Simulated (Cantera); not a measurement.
Input: 1 mol AlCl₃, 2.2 mol N₂O, 7.3 mol N₂, held at 19000 Pa.

Equilibrium computed with Cantera from the NASA thermochemical tables; the gas is ideal and each condensed phase is pure. Candidate condensed phases: Al, AlCl₃, AlN, Al₂O₃; 24 gas species. Equilibrium is a limit: real reactors are often held back by kinetics, nucleation or transport. All values below are at 1152 °C.

Base state: N₂ 0.826, Cl₂ 0.117, O₂ 0.0303, Cl 0.0269, NO 0.000323, AlCl₃ 0.000122, ClO 5.55e-5 (mole fractions); condensed: Al₂O₃(s).

Question: What changes in the equilibrium state with this change: pressure from 19000 Pa to 100000 Pa?

Answer: 
| species | before | after |
|---|---|---|
| N₂ | 0.826 | 0.832 |
| Cl₂ | 0.117 | 0.125 |
| O₂ | 0.0303 | 0.0305 |
| Cl | 0.0269 | 0.0122 |
| AlCl₃ | 0.000122 | 8.89e-5 |
| ClO | 5.55e-5 | 5.77e-5 |
| NO | 0.000323 | 0.000326 |
| Al₂O₃(s), mol | 0.499 | 0.499 |
